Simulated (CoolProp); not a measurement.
R1132(E) along the isotherm 400 K: Z from the reference equation and from simpler models built on Tc = 348.8 K, pc = 5.174 MPa, ω = 0.245; each cubic takes its own stable root.

The numbers come from the reference Helmholtz-energy equation of state, Akasaka 2024 in CoolProp.

| p (MPa) | phase | reference | van der Waals | Soave-Redlich-Kwong | Peng-Robinson |
|---|---|---|---|---|---|
| 0.172 | gas | 0.9928 | 0.9929 | 0.9930 | 0.9919 |
| 0.345 | gas | 0.9856 | 0.9857 | 0.9858 | 0.9836 |
| 0.517 | gas | 0.9783 | 0.9785 | 0.9787 | 0.9754 |
| 0.69 | gas | 0.9709 | 0.9711 | 0.9715 | 0.9672 |
| 0.862 | gas | 0.9635 | 0.9637 | 0.9643 | 0.9589 |
| 1.03 | gas | 0.9562 | 0.9564 | 0.9572 | 0.9508 |
| 1.21 | gas | 0.9484 | 0.9485 | 0.9496 | 0.9421 |
| 1.38 | gas | 0.9409 | 0.9409 | 0.9423 | 0.9338 |
| 1.55 | gas | 0.9334 | 0.9333 | 0.9351 | 0.9255 |
| 1.72 | gas | 0.9258 | 0.9255 | 0.9277 | 0.9172 |
| 1.9 | gas | 0.9177 | 0.9172 | 0.9199 | 0.9084 |
| 2.07 | gas | 0.9099 | 0.9092 | 0.9125 | 0.9000 |
| 2.24 | gas | 0.9022 | 0.9011 | 0.9050 | 0.8916 |
| 2.41 | gas | 0.8943 | 0.8929 | 0.8975 | 0.8832 |
| 2.59 | gas | 0.8859 | 0.8841 | 0.8895 | 0.8742 |
